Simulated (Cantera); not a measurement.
## Adiabatic ignition

An adiabatic, constant-volume homogeneous reactor starts with CO : H₂ : O₂ : N₂ = 1 : 0.11 : 0.816 : 3.07 (molar parts), equivalence ratio 0.68, at 1548 K and 29.0 bar.

Model: GRI-Mech 3.0 (53 species, 325 reactions), integrated in Cantera. The hydrogen kinetics of GRI-Mech 3.0 are dated; newer H2 mechanisms differ, most at raised pressure. The pressure lies above the range GRI-Mech 3.0 was tuned for (to about 10 atm). Above 3000 K some thermodynamic fits are extrapolated.

```csv
t (s),T (K),P (bar),x CO,x H₂,x O₂,x H₂O,x N₂O,x H,x NO₂
1.00e-6,1557,29.2,0.200,0.0210,0.162,0.000693,1.51e-8,0.000155,1.64e-11
3.03e-6,2603,46.0,0.0934,0.00102,0.0943,0.0170,8.15e-6,0.00235,1.45e-6
9.20e-6,3094,53.0,0.0427,0.000608,0.0716,0.0191,9.21e-6,0.000720,1.16e-5
2.79e-5,3078,52.6,0.0419,0.000604,0.0663,0.0193,9.27e-6,0.000682,3.47e-5
8.47e-5,3063,52.4,0.0414,0.000603,0.0619,0.0195,9.54e-6,0.000653,5.27e-5
0.000257,3061,52.3,0.0413,0.000602,0.0613,0.0195,9.60e-6,0.000649,5.52e-5
0.000779,3061,52.3,0.0413,0.000602,0.0613,0.0195,9.60e-6,0.000649,5.52e-5
0.00236,3061,52.3,0.0413,0.000602,0.0613,0.0195,9.60e-6,0.000649,5.52e-5
0.00717,3061,52.3,0.0413,0.000602,0.0613,0.0195,9.60e-6,0.000649,5.52e-5
0.0217,3061,52.3,0.0413,0.000602,0.0613,0.0195,9.60e-6,0.000649,5.52e-5
0.0659,3061,52.3,0.0413,0.000602,0.0613,0.0195,9.60e-6,0.000649,5.52e-5
0.200,3061,52.3,0.0413,0.000602,0.0613,0.0195,9.60e-6,0.000649,5.52e-5
```
x: mole fraction; the columns are a selection and need not sum to one.

The time of steepest temperature rise comes out as 2.63 µs. The temperature at 0.200 s is 3061 K. The equilibrium temperature comes out as 3061 K, the x(CO) at 0.200 s is 0.0413 (gas-phase equilibrium 0.0413) and the x(H₂) at 0.200 s comes out as 0.000602 (gas-phase equilibrium 0.000602). The x(O₂) at 0.200 s comes out as 0.0613 (gas-phase equilibrium 0.0613).
